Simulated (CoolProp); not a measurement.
Propane along the isobar 6220 kPa: density (kg/m³) from the reference equation and from simpler models built on Tc = 369.9 K, pc = 4251 kPa, ω = 0.152; each cubic takes its own stable root.

Model: reference Helmholtz-energy equation of state, Lemmon 2009, in CoolProp.

```
T (K)          phase  reference
-----  -------------  ---------
114           liquid      706.2
148.5         liquid      672.1
183           liquid      637.7
217.6         liquid      602.0
252.1         liquid      564.1
286.7         liquid      522.0
321.2         liquid      472.5
355.8         liquid      405.6
390.3  supercritical      255.6
424.9  supercritical      125.4
459.4  supercritical      96.97
```

How far does each simpler model (van der Waals, Redlich-Kwong, Soave-Redlich-Kwong, Peng-Robinson) lie from the reference over these 11 states: mean and median of the absolute difference, and the worst?


- van der Waals: mean 28.0 %, median 34.0 %, worst -37.5 % at 114 K and 6220 kPa
- Redlich-Kwong: mean 6.8 %, median 6.4 %, worst -12.7 % at 355.8 K and 6220 kPa
- Soave-Redlich-Kwong: mean 6.7 %, median 5.8 %, worst -13.9 % at 390.3 K and 6220 kPa
- Peng-Robinson: mean 4.8 %, median 5.1 %, worst -7.3 % at 390.3 K and 6220 kPa
